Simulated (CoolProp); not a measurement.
C3F8 (R218) along the isobar 1.45 MPa: fugacity coefficient from the reference equation and from simpler models built on Tc = 71.9 °C, pc = 2.640 MPa, ω = 0.317; each cubic takes its own stable root.

Model: reference Helmholtz-energy equation of state, Lemmon 2006, in CoolProp. It is a short technical equation, of lower accuracy than the large ones.

| T (°C) | phase | reference |
|---|---|---|
| -56.75 | liquid | 0.02725 |
| -43.35 | liquid | 0.05355 |
| -29.95 | liquid | 0.09566 |
| -16.55 | liquid | 0.1578 |
| -3.15 | liquid | 0.2434 |
| 10.25 | liquid | 0.3544 |
| 23.65 | liquid | 0.4908 |
| 37.05 | liquid | 0.6500 |
| 50.45 | gas | 0.7724 |
| 63.85 | gas | 0.8050 |
| 77.25 | gas | 0.8312 |
| 90.55 | gas | 0.8528 |
| 103.95 | gas | 0.8711 |
| 117.35 | gas | 0.8867 |

**Question.** How far does each simpler model (van der Waals, Soave-Redlich-Kwong, Peng-Robinson) lie from the reference over these 14 states: mean and median of the absolute difference, and the worst?

**Answer.** 
- van der Waals: mean 129.0 %, median 37.1 %, worst +655.2 % at -56.75 °C and 1.45 MPa
- Soave-Redlich-Kwong: mean 0.9 %, median 0.6 %, worst +1.9 % at 10.25 °C and 1.45 MPa
- Peng-Robinson: mean 1.3 %, median 1.1 %, worst -2.4 % at 63.85 °C and 1.45 MPa

At some of these states van der Waals gives the other phase, because its saturation line lies elsewhere.
